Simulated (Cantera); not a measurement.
Input (Python, Cantera) and output of one run.

```python
import numpy as np
import cantera as ct

gas_names = [...]  # 95 gases of nasa_gas.yaml made of C, F, H
cond_names = """
    C(gr) C6H6(L) C7H8(L) C8H18(L),n-octa
""".split()


# ... load() reads the species with a 1 bar reference pressure and builds the phases ...
atoms = {
    'c-C4F8': {'C': 4, 'F': 8},
    'F2': {'F': 2},
    'H2': {'H': 2},
}
top_T = {'C(gr)': 4500}  # K; cautious upper limits of use, not melting points


# ... equilibrate(T, P, feed) seeds the gas with the atoms and calls Mixture.equilibrate('TP', solver="gibbs", rtol=1e-10, max_steps=50000) ...
results = []
feed = {'c-C4F8': 1, 'F2': 1.3, 'H2': 0.6}  # mol
P = 570  # Pa
for T in [2225, 2275, 2325, 2375, 2425, 2475, 2525, 2575, 2625, 2675, 2725, 2775, 2825]:
    mix = equilibrate(T, P, feed)
    results.append((T, P, feed, dict(zip(mix.species_names, mix.species_moles))))

top = {s: max(r[3][s] / sum(r[3][g] for g in gas_names) for r in results) for s in gas_names}
cols = sorted((s for s in top if top[s] > 0.001), key=lambda s: -top[s])[:5]
seen = [c for c in cond_names if any(r[3].get(c, 0) > 1e-12 for r in results)]
print("log10 of partial pressures in bar; condensed amounts in mol")
print(f"{'T/K':>10s}" + "".join(f"{s[:9]:>10s}" for s in cols + seen))
for T, P, feed, n in results:
    ng = sum(n[g] for g in gas_names)
    print(f"{T:10.4g}" + "".join(f"{np.log10(max(n[s] / ng * P / 1e5, 1e-99)):10.3f}" for s in cols)
          + "".join(f"{n.get(c, 0):10.4g}" for c in seen))
```

It prints:

```
log10 of partial pressures in bar; condensed amounts in mol
       T/K         F       CF2        HF       CF4        CF     C(gr)
      2225    -2.854    -2.716    -2.908    -2.976    -4.756     1.028
      2275    -2.745    -2.685    -2.955    -3.196    -4.563    0.9803
      2325    -2.656    -2.686    -2.998    -3.468    -4.395     1.028
      2375    -2.586    -2.716    -3.033    -3.786    -4.248     1.179
      2425    -2.530    -2.769    -3.061    -4.137    -4.119     1.405
      2475    -2.485    -2.837    -3.084    -4.511    -4.005     1.667
      2525    -2.449    -2.918    -3.103    -4.899    -3.902     1.932
      2575    -2.421    -3.008    -3.120    -5.297    -3.810     2.177
      2625    -2.400    -3.106    -3.134    -5.701    -3.727     2.387
      2675    -2.384    -3.210    -3.147    -6.109    -3.652     2.548
      2725    -2.372    -3.318    -3.158    -6.519    -3.584      2.65
      2775    -2.365    -3.430    -3.167    -6.929    -3.523     2.679
      2825    -2.362    -3.546    -3.177    -7.339    -3.467     2.614
```

These are equilibrium values from Cantera (NASA tables, ideal gas, pure condensed phases), not measurements of a reactor. The feed counts by its element totals alone. Gases not in the tables: C2F6 and larger saturated fluorocarbons.
